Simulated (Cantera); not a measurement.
What does this Cantera script print?

```python
import numpy as np
import cantera as ct

gas_names = """
    H HO2 H2 H2O H2O2 O OH O2 O3 P PH PH3 PO PO2 P2 P4 P4O10
""".split()
cond_names = """
    H2O(s) H2O(L) P(cr) P(L) P4O10(s)
""".split()


# ... load() reads the species with a 1 bar reference pressure and builds the phases ...
atoms = {
    'PH3': {'P': 1, 'H': 3},
    'H2O': {'H': 2, 'O': 1},
    'O2': {'O': 2},
}
top_T = {'P4O10(s)': 690}  # K; cautious upper limits of use, not melting points


# ... equilibrate(T, P, feed) seeds the gas with the atoms and calls Mixture.equilibrate('TP', solver="vcs", rtol=1e-11, max_steps=5000) ...
results = []
feed = {'PH3': 1, 'H2O': 0.036, 'O2': 3.7}  # mol
P = 101325  # Pa
for T in [2323, 2373, 2423, 2473, 2523, 2573, 2623, 2673, 2723, 2773]:
    mix = equilibrate(T, P, feed)
    results.append((T, P, feed, dict(zip(mix.species_names, mix.species_moles))))
    x = sorted(zip(gas.X, gas.species_names), reverse=True)
    print(f"T = {T:g} K  P = {P:g} Pa  gas = {mix.phase_moles(0):.4g} mol")
    print("   x: " + "  ".join(f"{s} {v:.3e}" for v, s in x if v > 0.0001))
    print("   condensed (mol): " + ("  ".join(f"{mix.phase(i).name} {mix.phase_moles(i):.4g}"
          for i in range(1, mix.n_phases) if mix.phase_moles(i) > 1e-12) or "none"))
```

Output:

```
T = 2323 K  P = 101325 Pa  gas = 4.519 mol
   x: O2 4.264e-01  H2O 3.299e-01  PO2 2.205e-01  OH 1.723e-02  O 3.678e-03  H2 1.186e-03  PO 7.240e-04  H 3.726e-04
   condensed (mol): none
T = 2373 K  P = 101325 Pa  gas = 4.528 mol
   x: O2 4.245e-01  H2O 3.272e-01  PO2 2.199e-01  OH 2.047e-02  O 4.852e-03  H2 1.552e-03  PO 9.848e-04  H 5.465e-04
   condensed (mol): none
T = 2423 K  P = 101325 Pa  gas = 4.538 mol
   x: O2 4.224e-01  H2O 3.240e-01  PO2 2.190e-01  OH 2.411e-02  O 6.325e-03  H2 2.004e-03  PO 1.322e-03  H 7.886e-04
   condensed (mol): none
T = 2473 K  P = 101325 Pa  gas = 4.55 mol
   x: O2 4.198e-01  H2O 3.203e-01  PO2 2.180e-01  OH 2.817e-02  O 8.154e-03  H2 2.559e-03  PO 1.753e-03  H 1.121e-03
   condensed (mol): none
T = 2523 K  P = 101325 Pa  gas = 4.565 mol
   x: O2 4.169e-01  H2O 3.161e-01  PO2 2.168e-01  OH 3.267e-02  O 1.040e-02  H2 3.230e-03  PO 2.297e-03  H 1.569e-03
   condensed (mol): none
T = 2573 K  P = 101325 Pa  gas = 4.583 mol
   x: O2 4.136e-01  H2O 3.112e-01  PO2 2.152e-01  OH 3.760e-02  O 1.313e-02  H2 4.032e-03  PO 2.975e-03  H 2.167e-03
   condensed (mol): none
T = 2623 K  P = 101325 Pa  gas = 4.604 mol
   x: O2 4.097e-01  H2O 3.057e-01  PO2 2.134e-01  OH 4.295e-02  O 1.642e-02  H2 4.980e-03  PO 3.813e-03  H 2.953e-03
   condensed (mol): none
T = 2673 K  P = 101325 Pa  gas = 4.628 mol
   x: O2 4.054e-01  H2O 2.994e-01  PO2 2.112e-01  OH 4.872e-02  O 2.035e-02  H2 6.086e-03  PO 4.834e-03  H 3.972e-03
   condensed (mol): none
T = 2723 K  P = 101325 Pa  gas = 4.658 mol
   x: O2 4.004e-01  H2O 2.923e-01  PO2 2.086e-01  OH 5.487e-02  O 2.500e-02  H2 7.361e-03  PO 6.068e-03  H 5.279e-03
   condensed (mol): none
T = 2773 K  P = 101325 Pa  gas = 4.692 mol
   x: O2 3.949e-01  H2O 2.844e-01  PO2 2.056e-01  OH 6.136e-02  O 3.045e-02  H2 8.813e-03  PO 7.541e-03  H 6.933e-03
   condensed (mol): none
```

Method: chemical equilibrium by Gibbs-energy minimisation in Cantera with the NASA 1993 tables (ideal gas, pure condensed phases). Gases not in the tables: HPO2, HPO3 and P4O6.
